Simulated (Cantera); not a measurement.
A Cantera script and what it prints.

```python
import numpy as np
import cantera as ct

gas_names = [...]  # 110 gases of nasa_gas.yaml made of C, H, O
cond_names = """
    C(gr) C6H6(L) C7H8(L) C8H18(L),n-octa H2O(s) H2O(L)
""".split()


# ... load() reads the species with a 1 bar reference pressure and builds the phases ...
atoms = {
    'C': {'C': 1},
    'H2O': {'H': 2, 'O': 1},
    'H2': {'H': 2},
}
top_T = {'C(gr)': 4500}  # K; cautious upper limits of use, not melting points


# ... equilibrate(T, P, feed) seeds the gas with the atoms and calls Mixture.equilibrate('TP', solver="vcs", rtol=1e-11, max_steps=5000) ...
results = []
T = 623.15  # K
P = 1100000  # Pa
for m in [0.1, 0.18, 0.31, 0.55, 0.95, 1.7, 2.9, 5]:
    feed = {'C': 1, 'H2O': m, 'H2': 0.4}  # mol
    mix = equilibrate(T, P, feed)
    results.append((T, P, feed, dict(zip(mix.species_names, mix.species_moles))))
    x = sorted(zip(gas.X, gas.species_names), reverse=True)
    print(f"T = {T:g} K  P = {P:g} Pa  n(H2O) = {m:g} mol  gas = {mix.phase_moles(0):.4g} mol")
    print("   x: " + "  ".join(f"{s} {v:.3e}" for v, s in x if v > 0.001))
    print("   condensed (mol): " + ("  ".join(f"{mix.phase(i).name} {mix.phase_moles(i):.4g}"
          for i in range(1, mix.n_phases) if mix.phase_moles(i) > 1e-12) or "none"))
```

It prints:

```
T = 623.15 K  P = 1.1e+06 Pa  n(H2O) = 0.1 mol  gas = 0.3052 mol
   x: CH4 6.566e-01  H2O 2.905e-01  H2 3.430e-02  CO2 1.848e-02
   condensed (mol): C(gr) 0.7939
T = 623.15 K  P = 1.1e+06 Pa  n(H2O) = 0.18 mol  gas = 0.386 mol
   x: CH4 5.422e-01  H2O 3.868e-01  CO2 3.967e-02  H2 3.117e-02
   condensed (mol): C(gr) 0.7753
T = 623.15 K  P = 1.1e+06 Pa  n(H2O) = 0.31 mol  gas = 0.5173 mol
   x: H2O 4.608e-01  CH4 4.417e-01  CO2 6.912e-02  H2 2.813e-02
   condensed (mol): C(gr) 0.7356
T = 623.15 K  P = 1.1e+06 Pa  n(H2O) = 0.55 mol  gas = 0.7597 mol
   x: H2O 5.122e-01  CH4 3.565e-01  CO2 1.058e-01  H2 2.527e-02
   condensed (mol): C(gr) 0.6486
T = 623.15 K  P = 1.1e+06 Pa  n(H2O) = 0.95 mol  gas = 1.164 mol
   x: H2O 5.381e-01  CH4 2.995e-01  CO2 1.390e-01  H2 2.316e-02
   condensed (mol): C(gr) 0.4894
T = 623.15 K  P = 1.1e+06 Pa  n(H2O) = 1.7 mol  gas = 1.921 mol
   x: H2O 5.504e-01  CH4 2.606e-01  CO2 1.671e-01  H2 2.161e-02
   condensed (mol): C(gr) 0.1777
T = 623.15 K  P = 1.1e+06 Pa  n(H2O) = 2.9 mol  gas = 3.136 mol
   x: H2O 6.582e-01  CH4 1.855e-01  CO2 1.331e-01  H2 2.297e-02
   condensed (mol): none
T = 623.15 K  P = 1.1e+06 Pa  n(H2O) = 5 mol  gas = 5.265 mol
   x: H2O 7.854e-01  CH4 1.077e-01  CO2 8.206e-02  H2 2.473e-02
   condensed (mol): none
```

Cantera equilibrium calculation (NASA polynomials, part measured and part estimated; ideal gas, pure solids and liquids).
